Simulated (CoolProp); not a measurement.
Fluorine along the isobar 42.3 bar: density (kg/m³) from the reference equation and from simpler models built on Tc = -128.7 °C, pc = 52.40 bar, ω = 0.045; each cubic takes its own stable root.

The numbers come from the reference Helmholtz-energy equation of state, de Reuck 1990 in CoolProp.

```
T (°C)    phase  reference
-------  ------  ---------
-198.75  liquid       1582
-176.15  liquid       1428
-153.55  liquid       1235
-131.05     gas      229.5
-108.45     gas      147.0
-85.95      gas      117.8
-63.35      gas      100.2
-40.85      gas      87.95
-18.25      gas      78.72
4.25        gas      71.46
26.85       gas      65.50
```

Q: How far does each simpler model (van der Waals, Redlich-Kwong, Soave-Redlich-Kwong, Peng-Robinson) lie from the reference over these 11 states: mean and median of the absolute difference, and the worst?

A: 
- van der Waals: mean 9.9 %, median 1.6 %, worst -31.0 % at -198.75 °C and 42.3 bar
- Redlich-Kwong: mean 0.9 %, median 0.5 %, worst -3.6 % at -153.55 °C and 42.3 bar
- Soave-Redlich-Kwong: mean 0.7 %, median 0.6 %, worst -3.4 % at -153.55 °C and 42.3 bar
- Peng-Robinson: mean 4.6 %, median 2.4 %, worst +13.3 % at -198.75 °C and 42.3 bar
